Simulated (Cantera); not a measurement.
Mixture: CH4 : CO : O2 : N2 = 1 : 0.93 : 2.83 : 10.7 (molar parts), equivalence ratio 0.87, at 1580 Torr, adiabatic and at constant pressure. Ignition delay is the time to a rise of 400 K.

Cantera simulation using GRI-Mech 3.0 (53 species, 325 reactions); the numbers are that mechanism's predictions, not measurements.

**Question.** What does this change do: 0.095 parts C2H6 added?

**Answer.** 
```tsv
quantity	before	after
delay at 1225 K	20.3 ms	3.47 ms
delay at 1325 K	5.01 ms	1.06 ms
delay at 1425 K	1.45 ms	0.365 ms
delay at 1525 K	0.494 ms	0.142 ms
apparent activation energy between 1475 and 1575 K	190 kJ/mol	170 kJ/mol
```

**Question.** What does this change do: N2 10.7 to 24 parts?

**Answer.** 
```
quantity                                                before       after
--------------------------------------------------  ----------  ----------
delay at 1225 K                                        20.3 ms     41.7 ms
delay at 1325 K                                        5.01 ms     10.2 ms
delay at 1425 K                                        1.45 ms     2.85 ms
delay at 1525 K                                       0.494 ms    0.927 ms
apparent activation energy between 1475 and 1575 K  190 kJ/mol  200 kJ/mol
```
